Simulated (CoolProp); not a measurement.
Vapour-liquid equilibrium of cyclohexane (1) + dimethyl carbonate (2) at 1.21 MPa; x and y are mole fractions of (1).

The numbers come from the multi-fluid Helmholtz-energy mixture model, Zhou 2014 and Zhou 2011; pair parameters Bell 2016 in CoolProp.

```tsv
x	bubble temperature (K)	y at the bubble point	dew temperature at overall composition x (K)	liquid density (mol/L)
0.05	463.7	0.095	465.3	8.835
0.2	456.8	0.293	459.9	8.490
0.35	453.5	0.418	455.1	8.139
0.5	452.4	0.513	452.4	7.820
0.65	452.9	0.604	453.7	7.545
0.8	455.5	0.719	458.3	7.308
0.95	462.5	0.905	464.4	7.068
```

y crosses x between x = 0.5 and 0.65: the model has an azeotrope there.

The pair parameters rest on a limited set of measurements; away from them the model extrapolates.
